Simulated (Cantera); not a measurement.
Charge: 1 mol MgCl2, 2.1 mol O2, a varied amount of H2, held at 3.98 Torr.

These are equilibrium values from Cantera (NASA tables, ideal gas, pure condensed phases), not measurements of a reactor. Candidate condensed phases: H2O, Mg, MgCl2, MgO, Mg(OH)2; 22 gas species. Equilibrium is a limit: real reactors are often held back by kinetics, nucleation or transport.

Stable condensed phases, one row left out:

```
T in °C \ n(H2) in mol
          38  49  63  82 110 140 170 230 290 370
   1925    A   A   A   A   A   A   A   A   A   A
   1875    A   A   A   A   A   A   A   A   A   A
   1825    A   A   A   A   A   A   A   A   A   A
   1775    A   A   A   A   A   A   A   A   A   A
   1725    B   A   A   A   A   A   A   A   A   A
   1675    B   B   A   A   A   A   A   A   A   A
   1625    B   B   B   A   A   A   A   A   A   A
   1575    B   B   B   B   B   A   A   A   A   A
   1475    B   B   B   B   B   B   B   B   B   A
   1425    B   B   B   B   B   B   B   B   B   B
   1375    B   B   B   B   B   B   B   B   B   B
   1325    B   B   B   B   B   B   B   B   B   B
   1275    B   B   B   B   B   B   B   B   B   B
```

A: gas only; B: MgO.

**Question.** Give the row for 1525 °C.

**Answer.** 38: MgO; 49: MgO; 63: MgO; 82: MgO; 110: MgO; 140: MgO; 170: MgO; 230: gas only; 290: gas only; 370: gas only.
